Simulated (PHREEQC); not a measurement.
Dissolve 22 mmol/kgw NH3, 11 mmol/kgw Na2SiO3 and 66 mmol/kgw K3PO4 at 35 °C. Closed to the air; pH follows from the charge balance.

Model: ion-association model, phreeqc.dat, run in PHREEQC.

No solid was allowed to form.

Problem. Predict the pH.

Solution. pH 11.87.

Problem. In which forms is Si present?

Solution. H3SiO4- 79 %, H2SiO4-2 20 % of the Si.
